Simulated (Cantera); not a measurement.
A closed system holds: 1 mol SiHCl₃, 27 mol H₂, at 13.3 mbar.

These are equilibrium values from Cantera (NASA tables, ideal gas, pure condensed phases), not measurements of a reactor. Candidate condensed phases: Si; 19 gas species. Gases not in the tables: Si₂H₆ and higher silanes. Rates play no part.

**Question.** Which condensed phases are stable at each of these points (T (K)): 900, 1050, 1200, 1350, 1500, 1650, 1800, 1950, 2100, 2250, 2400, 2550?

**Answer.** 
| T (K) | condensed phases | Si condensed (%) |
|---|---|---|
| 900 | Si(s) | 26.6 |
| 1050 | Si(s) | 40.5 |
| 1200 | Si(s) | 52.6 |
| 1350 | Si(s) | 53.0 |
| 1500 | Si(s) | 50.5 |
| 1650 | Si(s) | 48.0 |
| 1800 | Si(l) | 50.5 |
| 1950 | Si(l) | 49.3 |
| 2100 | Si(l) | 24.1 |
| 2250 | gas only | 0.0 |
| 2400 | gas only | 0.0 |
| 2550 | gas only | 0.0 |

From 900 K to 1650 K the condensed part is Si(s). From 1800 K to 2100 K the condensed part is Si(l). From 2250 K to 2550 K nothing is condensed.
